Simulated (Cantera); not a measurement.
Input: 1 mol CuO, 0.5 mol C, 0.24 mol CO, held at 1675 °C and 200 Pa.

Equilibrium computed with Cantera from the NASA thermochemical tables; the gas is ideal and each condensed phase is pure. Candidate condensed phases: C, Cu, CuO, Cu2O; 15 gas species. Kinetics and transport are ignored.

Base state: Cu 0.572, CO2 0.284, CO 0.141, O2 0.00145, Cu2 0.000861, O 0.000378, CuO 0.000110 (mole fractions); condensed: gas only.

Task: What changes in the equilibrium state with this change: pressure from 200 Pa to 10000 Pa?

Result: 
```
species       before    after
----------  --------  -------
CO2            0.284    0.658
CO             0.141    0.316
Cu             0.572   0.0262
O           0.000378  7.83e-6
O2           0.00145  3.11e-5
CuO         0.000110  5.20e-6
Cu(l), mol         0    0.980
```
